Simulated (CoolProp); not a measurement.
Normal hydrogen at 293.15 K and 1.42 MPa flows at 0.61 m/s in a round tube of 100 mm bore and 1.5 µm roughness, fully developed (64/Re and Nu = 3.66 if laminar; Colebrook and Gnielinski if turbulent). Each further row changes one setting.

Computed with CoolProp (reference Helmholtz-energy equation of state, Leachman 2009).

| case | Reynolds number | Darcy friction factor | pressure drop (Pa/m) | heat-transfer coefficient (W/(m² K)) | mass flow (kg/h) |
|---|---|---|---|---|---|
| as stated | 8070 | 0.0327 | 0.0709 | 44.7 | 20.1 |
| velocity 1.22 m/s | 16100 | 0.0273 | 0.237 | 78.3 | 40.2 |
| diameter 200 mm | 16100 | 0.0273 | 0.0296 | 39.1 | 80.3 |

Viscosity comes from a separate model (Muzny 2013). Thermal conductivity comes from a separate model (Assael 2011).
